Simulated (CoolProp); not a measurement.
Saturated liquid density (kg/m³) of octamethyltrisiloxane (MDM): the reference equation beside estimates from Tc = 565.4 K, pc = 1.438 MPa, ω = 0.528. Rackett uses Z = 0.29056 − 0.08775 ω.

Model: reference Helmholtz-energy equation of state, Thol 2017, in CoolProp.

```tsv
T (K)	reference	Rackett	van der Waals	Redlich-Kwong	Soave-Redlich-Kwong
269.6	843.6	[?]	480.3	714.0	746.5
293.5	819.9	[?]	469.1	695.7	732.1
317.5	795.7	902.1	457.2	675.8	716.1
341.5	[?]	873.8	444.7	654.2	698.2
365.4	745.3	844.3	431.3	631.0	678.1
389.4	718.5	813.1	416.9	605.7	655.4
413.3	690.4	780.3	401.4	578.1	[?]
437.3	[?]	744.9	384.3	547.6	600.1
461.3	627.2	706.4	365.5	513.6	565.6
485.2	590.4	663.6	344.2	475.3	525.0
509.2	547.0	613.8	319.2	430.5	475.3
533.1	491.7	551.7	288.2	375.6	411.3
```

Question: Fill in the missing entries.

Answer: 
- 269.6, Rackett: 955.7
- 293.5, Rackett: 929.4
- 341.5, reference: 770.8
- 413.3, Soave-Redlich-Kwong: 629.7
- 437.3, reference: 660.2

Absolute difference from the reference over all 12 rows, mean and median: Rackett 12.9 and 13.1 %, van der Waals 42.1 and 41.9 %, Redlich-Kwong 17.3 and 16.0 %, Soave-Redlich-Kwong 10.6 and 9.9 %.
